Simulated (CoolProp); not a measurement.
A single-stage vapour-compression cycle with the fluid: evaporating at 296.15 K (dew point), condensing at 343.15 K (bubble point), superheat 5 K, subcooling 5 K, compressor efficiency 0.7, no pressure losses. The same conditions are run with several fluids, on thermodynamics alone (safety and materials aside).

Computed with CoolProp (reference Helmholtz-energy equation of state of each fluid (R11: Jacobsen 1992; R1336mzz(E): Akasaka 2023; R134a: Tillner-Roth 1994; R236EA: Rui 2013; R113: Marx 1992; R1336mzz(Z): McLinden 2020)).

```tsv
fluid	cooling COP	pressure ratio	discharge temperature (K)	refrigerating effect (kJ/kg)	volumetric capacity (kJ/m³)
R11	3.89	4.13	369.0	147	823
R1336mzz(E)	3.41	4.12	345.1	96.1	1220
R134a	3.31	3.38	360.4	121	3570
R236EA	3.48	4.08	345.4	107	1330
R113	3.79	4.86	349.8	116	366
R1336mzz(Z)	3.62	4.82	344.7	121	558
```
